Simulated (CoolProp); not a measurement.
Vapour-liquid equilibrium of ethylene (1) + isobutane (2) at -52.35 °C; x and y are mole fractions of (1).

Model: multi-fluid Helmholtz-energy mixture model, Smukala 2000 and Bücker 2006; pair parameters Bell 2016, in CoolProp.

```csv
x,"bubble pressure, mixture model (MPa)","bubble pressure, Raoult's law (MPa)","y, mixture model","y, Raoult's law"
0.05,…,0.06308,…,0.779
0.15,0.1312,0.1599,…,0.922
0.25,…,0.2567,0.944,0.957
0.35,0.3061,0.3535,0.965,0.973
0.45,…,0.4503,0.976,0.982
0.55,0.5004,0.5470,0.984,0.988
0.65,0.6028,0.6438,…,0.992
0.75,0.7074,0.7406,0.993,0.995
0.85,…,0.8374,…,0.997
0.95,0.9247,0.9342,0.999,0.999
```

### Question
Fill in the missing entries.

### Answer

- 0.05, bubble pressure, mixture model (MPa): 0.05212
- 0.05, y, mixture model: 0.727
- 0.15, y, mixture model: 0.899
- 0.25, bubble pressure, mixture model (MPa): 0.2159
- 0.45, bubble pressure, mixture model (MPa): 0.4013
- 0.65, y, mixture model: 0.989
- 0.85, bubble pressure, mixture model (MPa): 0.8143
- 0.85, y, mixture model: 0.996

The largest gap from Raoult's law is -17.9 % in bubble pressure, at x = 0.15. No azeotrope shows between x = 0.05 and 0.95.

The pair parameters rest on a limited set of measurements; away from them the model extrapolates.
